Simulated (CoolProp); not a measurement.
Saturation properties of R1234ze(E).

The numbers come from the reference Helmholtz-energy equation of state, Thol 2016 in CoolProp.

```csv
T (K),p (MPa),liquid density (kg/m³),vapour Z,surface tension (mN/m),liquid viscosity (µPa s)
180,0.0007485,1483,0.9991,40.4,1330
193.9,0.002664,1449,0.9974,33.2,925
207.8,0.007743,1414,0.9939,27.6,689
221.7,0.01918,1379,0.9878,23.2,536
235.7,0.04204,1343,0.9780,19.7,428
249.6,0.08266,1306,0.9639,16.7,350
263.5,0.1495,1268,0.9448,14.2,290
277.4,0.2525,1228,0.9201,12.0,243
291.4,0.4044,1185,0.8888,9.87,204
305.3,0.6155,1139,0.8509,7.95,172
319.2,0.9006,1089,0.8052,6.16,145
333.1,1.275,1033,0.7502,4.48,122
```

It boils at 254.2 K under 1 atm.

Viscosity comes from a separate model (Bell 2016), an estimate that may be off by 10 % or more. Surface tension comes from a separate correlation (Mulero 2014).
